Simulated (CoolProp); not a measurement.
Vapour-liquid equilibrium of CH2F2 (R32) (1) + R142b (2) at 255.8 K; x and y are mole fractions of (1).

Computed with CoolProp (multi-fluid Helmholtz-energy mixture model, Tillner-Roth 1997 and Lemmon 2006; pair parameters Bell 2016).

```
x     bubble pressure, mixture model (MPa)  bubble pressure, Raoult's law (MPa)  y, mixture model  y, Raoult's law
----  ------------------------------------  -----------------------------------  ----------------  ---------------
0.05                               0.09534                              0.09050             0.277            0.247
0.2                                 0.1673                               0.1469             0.641            0.610
0.35                                0.2340                               0.2034             0.782            0.771
0.5                                 0.2914                               0.2598             0.855            0.862
0.65                                0.3406                               0.3162             0.903            0.921
0.8                                 0.3856                               0.3727             0.943            0.962
0.95                                0.4315                               0.4291             0.984            0.992
```

The largest gap from Raoult's law is +15.0 % in bubble pressure, at x = 0.35. No azeotrope shows between x = 0.05 and 0.95.

The pair parameters rest on a limited set of measurements; away from them the model extrapolates.
